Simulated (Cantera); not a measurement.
Feed: 1 mol Cu, 14 mol H2O, 11 mol N2, at 700 °C and 0.100 bar.

Method: chemical equilibrium by Gibbs-energy minimisation in Cantera with the NASA 1993 tables (ideal gas, pure condensed phases). Candidate condensed phases: Cu, CuO, Cu(OH)2, Cu2O, H2O; 27 gas species. Kinetics and transport are ignored.

Base state: H2O 0.560, N2 0.440 (mole fractions); condensed: Cu(s) + Cu2O(s).

Question: What changes in the equilibrium state with this change: Cu replaced by Pb?

Answer: 
```
species            before    after
----------------  -------  -------
H2O                 0.560    0.560
N2                  0.440    0.440
Pb                      0  8.78e-5
H2                3.66e-6  7.47e-5
Cu(s), mol          1.000        0
Cu2O(s), mol      9.16e-5        0
Pb(l), mol              0    0.996
PbO(yellow), mol        0  0.00184
```
Further candidate phases: Pb, PbO, PbO2, Pb3O4.
